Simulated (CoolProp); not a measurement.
A single-stage vapour-compression cycle with the fluid: evaporating at 257.15 K (dew point), condensing at 315.15 K (bubble point), superheat 8 K, subcooling 0 K, compressor efficiency 0.7, no pressure losses. The same conditions are run with several fluids, on thermodynamics alone (safety and materials aside).

Values from CoolProp's reference Helmholtz-energy equation of state of each fluid (R227EA: Lemmon 2016; hydrogen sulfide: Lemmon 2006; R245ca: Zhou 2016; cis-2-butene: Lemmon 2005; R124: de Vries 1995; R236FA: Pan 2012).

| fluid | cooling COP | pressure ratio | discharge temperature (K) | refrigerating effect (kJ/kg) | volumetric capacity (kJ/m³) |
|---|---|---|---|---|---|
| R227EA | 2.02 | 7.21 | 320.1 | 70.9 | 588 |
| hydrogen sulfide | 2.29 | 4.78 | 433.4 | 371 | 3870 |
| R245ca | 2.43 | 12.5 | 339.1 | 154 | 141 |
| cis-2-butene | 2.51 | 8.01 | 355.0 | 316 | 366 |
| R124 | 2.32 | 7.35 | 337.8 | 109 | 595 |
| R236FA | 2.24 | 8.72 | 328.2 | 102 | 383 |
